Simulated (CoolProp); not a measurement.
Isopentane along the isotherm 329.1 K: Z from the reference equation and from simpler models built on Tc = 460.3 K, pc = 3.378 MPa, ω = 0.227; each cubic takes its own stable root.

Values from CoolProp's reference Helmholtz-energy equation of state, Lemmon 2006. It is a short technical equation, of lower accuracy than the large ones.

```csv
p (MPa),phase,reference
2.82,liquid,0.1267
5.63,liquid,0.2508
8.45,liquid,0.3734
11.3,liquid,0.4957
14.1,liquid,0.6145
16.9,liquid,0.7319
19.7,liquid,0.8481
22.5,liquid,0.9633
25.3,liquid,1.077
28.2,liquid,1.195
31,liquid,1.307
33.8,liquid,1.419
```

**Question.** How far does each simpler model (van der Waals, Redlich-Kwong, Soave-Redlich-Kwong) lie from the reference over these 12 states: mean and median of the absolute difference, and the worst?

**Answer.** 
- van der Waals: mean 51.4 %, median 50.2 %, worst +59.2 % at 329.1 K and 2.82 MPa
- Redlich-Kwong: mean 7.9 %, median 7.5 %, worst +11.1 % at 329.1 K and 2.82 MPa
- Soave-Redlich-Kwong: mean 5.8 %, median 5.5 %, worst +7.6 % at 329.1 K and 2.82 MPa
